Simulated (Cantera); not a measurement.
A closed system holds: 1 mol borazine, 0.059 mol O2, 0.22 mol N2, held at 100 Torr.

Method: chemical equilibrium by Gibbs-energy minimisation in Cantera with the NASA 1993 tables (ideal gas, pure condensed phases). Candidate condensed phases: B, BN, B2O3, B3O3H3, H2O; 39 gas species. The feed counts by its element totals alone. Mutual solubility and eutectic melting of coexisting phases are not modelled. Gases not in the tables: H3BO3. Equilibrium is a limit: real reactors are often held back by kinetics, nucleation or transport.

Question: Which condensed phases are stable at each of these points (T (°C)): 1175, 1225, 1275, 1325, 1375, 1425, 1475, 1525, 1575, 1625, 1675, 1725, 1775?

Answer: 
```json
[
 {"T (°C)": "1175", "condensed phases": "BN(s) + B2O3(l)", "B condensed (%)": "99.8"},
 {"T (°C)": "1225", "condensed phases": "BN(s) + B2O3(l)", "B condensed (%)": "99.6"},
 {"T (°C)": "1275", "condensed phases": "BN(s) + B2O3(l)", "B condensed (%)": "99.3"},
 {"T (°C)": "1325", "condensed phases": "BN(s) + B2O3(l)", "B condensed (%)": "98.7"},
 {"T (°C)": "1375", "condensed phases": "BN(s) + B2O3(l)", "B condensed (%)": "97.8"},
 {"T (°C)": "1425", "condensed phases": "BN(s)", "B condensed (%)": "97.3"},
 {"T (°C)": "1475", "condensed phases": "BN(s)", "B condensed (%)": "97.1"},
 {"T (°C)": "1525", "condensed phases": "BN(s)", "B condensed (%)": "96.9"},
 {"T (°C)": "1575", "condensed phases": "BN(s)", "B condensed (%)": "96.7"},
 {"T (°C)": "1625", "condensed phases": "BN(s)", "B condensed (%)": "96.5"},
 {"T (°C)": "1675", "condensed phases": "BN(s)", "B condensed (%)": "96.3"},
 {"T (°C)": "1725", "condensed phases": "BN(s)", "B condensed (%)": "96.2"},
 {"T (°C)": "1775", "condensed phases": "BN(s)", "B condensed (%)": "96.1"}
]
```

From 1175 °C to 1375 °C the condensed part is BN(s) + B2O3(l). From 1425 °C to 1775 °C the condensed part is BN(s). The share of B in condensed phases is highest at 1175 °C (99.8 %) and lowest at 1775 °C (96.1 %).
